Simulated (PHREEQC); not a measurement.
Consider water at 80 °C with 0.067 mol/kgw LiOH and 0.1 mol/kgw MnCl2. Closed to the air; pH follows from the charge balance.

Model: ion-association model, phreeqc.dat, run in PHREEQC.

This is a speciation only: nothing precipitates in the calculation.

### Question
What pH does the model give?

### Answer
pH 9.71.

### Question
In which forms is Mn present?

### Answer
MnOH+ 65 %, Mn+2 29 %, MnCl+ 6.1 % of the Mn.

At this temperature some constants are extrapolated from 25 °C, and those without enthalpy data are left unchanged.
